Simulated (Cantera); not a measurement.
A Cantera script and what it prints.

```python
import numpy as np
import cantera as ct

gas_names = [...]  # 110 gases of nasa_gas.yaml made of C, H, O
cond_names = """
    C(gr) C6H6(L) C7H8(L) C8H18(L),n-octa H2O(s) H2O(L)
""".split()


# ... load() reads the species with a 1 bar reference pressure and builds the phases ...
atoms = {
    'C3H6': {'C': 3, 'H': 6},
    'CO2': {'C': 1, 'O': 2},
}
top_T = {'C(gr)': 4500}  # K; cautious upper limits of use, not melting points


# ... equilibrate(T, P, feed) seeds the gas with the atoms and calls Mixture.equilibrate('TP', solver="vcs", rtol=1e-11, max_steps=5000) ...
results = []
feed = {'C3H6': 1, 'CO2': 3.5}  # mol
T = 1400  # K
for P in [10, 46, 220, 1000, 4600, 22000, 100000, 460000, 2200000, 10000000]:
    mix = equilibrate(T, P, feed)
    results.append((T, P, feed, dict(zip(mix.species_names, mix.species_moles))))
    x = sorted(zip(gas.X, gas.species_names), reverse=True)
    print(f"T = {T:g} K  P = {P:g} Pa  gas = {mix.phase_moles(0):.4g} mol")
    print("   x: " + "  ".join(f"{s} {v:.3e}" for v, s in x if v > 0.0001))
    print("   condensed (mol): " + ("  ".join(f"{mix.phase(i).name} {mix.phase_moles(i):.4g}"
          for i in range(1, mix.n_phases) if mix.phase_moles(i) > 1e-12) or "none"))
```

Output:

```
T = 1400 K  P = 10 Pa  gas = 9.501 mol
   x: CO 6.572e-01  H2 2.899e-01  CO2 2.688e-02  H2O 2.574e-02  H 2.619e-04
   condensed (mol): none
T = 1400 K  P = 46 Pa  gas = 9.501 mol
   x: CO 6.573e-01  H2 2.900e-01  CO2 2.688e-02  H2O 2.575e-02  H 1.221e-04
   condensed (mol): none
T = 1400 K  P = 220 Pa  gas = 9.5 mol
   x: CO 6.573e-01  H2 2.900e-01  CO2 2.688e-02  H2O 2.575e-02
   condensed (mol): none
T = 1400 K  P = 1000 Pa  gas = 9.5 mol
   x: CO 6.573e-01  H2 2.900e-01  CO2 2.688e-02  H2O 2.575e-02
   condensed (mol): none
T = 1400 K  P = 4600 Pa  gas = 9.5 mol
   x: CO 6.573e-01  H2 2.900e-01  CO2 2.688e-02  H2O 2.575e-02
   condensed (mol): none
T = 1400 K  P = 22000 Pa  gas = 9.5 mol
   x: CO 6.573e-01  H2 2.900e-01  CO2 2.688e-02  H2O 2.575e-02
   condensed (mol): none
T = 1400 K  P = 100000 Pa  gas = 9.5 mol
   x: CO 6.573e-01  H2 2.900e-01  CO2 2.689e-02  H2O 2.575e-02
   condensed (mol): none
T = 1400 K  P = 460000 Pa  gas = 9.496 mol
   x: CO 6.573e-01  H2 2.897e-01  CO2 2.702e-02  H2O 2.585e-02  CH4 2.104e-04
   condensed (mol): none
T = 1400 K  P = 2.2e+06 Pa  gas = 9.421 mol
   x: CO 6.562e-01  H2 2.824e-01  CO2 2.959e-02  H2O 2.765e-02  CH4 4.164e-03
   condensed (mol): none
T = 1400 K  P = 1e+07 Pa  gas = 8.736 mol
   x: CO 6.162e-01  H2 2.391e-01  CO2 6.514e-02  H2O 5.487e-02  CH4 2.470e-02
   condensed (mol): C(gr) 0.3323
```

Cantera equilibrium calculation (NASA polynomials, part measured and part estimated; ideal gas, pure solids and liquids). The ideal-gas law is rough above about 30 bar.
